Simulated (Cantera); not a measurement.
Feed: 1 mol Nb, 0.38 mol H₂O, at 825 K and 0.350 Pa.

Method: chemical equilibrium by Gibbs-energy minimisation in Cantera with the NASA 1993 tables (ideal gas, pure condensed phases). Candidate condensed phases: H₂O, Nb, NbO, NbO₂, Nb₂O₅; 12 gas species. NbO: taken at fixed stoichiometry. Condensed phases not in the tables: N, O or C dissolved in the metal. Equilibrium is a limit: real reactors are often held back by kinetics, nucleation or transport.

Base state: H₂ 1.00 (mole fractions); condensed: Nb(s) + NbO(s).

What changes in the equilibrium state with this change: Nb replaced by V?


```csv
species,before,after
H₂,1.00,1.00
"Nb(s), mol",0.620,0
"NbO(s), mol",0.380,0
"V(s), mol",0,0.620
"VO(s), mol",0,0.380
```
VO: taken at fixed stoichiometry. Further candidate phases: V, VO, V₂O₃, V₂O₄, V₂O₅.
